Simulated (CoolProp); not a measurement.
The numbers come from the reference Helmholtz-energy equation of state, Lemmon 2004 in CoolProp. It is a short technical equation, of lower accuracy than the large ones.

Problem. For n-dodecane, give the phase and the Z, cp (kJ/(kg K)), expansivity (1/kK), conductivity (mW/(m K)) at 346.85 °C and 8.08 bar.

Solution. 
- 346.85 °C and 8.08 bar: gas; Z 0.734, cp 3.13, expansivity 4.72, conductivity 43.2

Thermal conductivity comes from a separate model (Huber 2004).
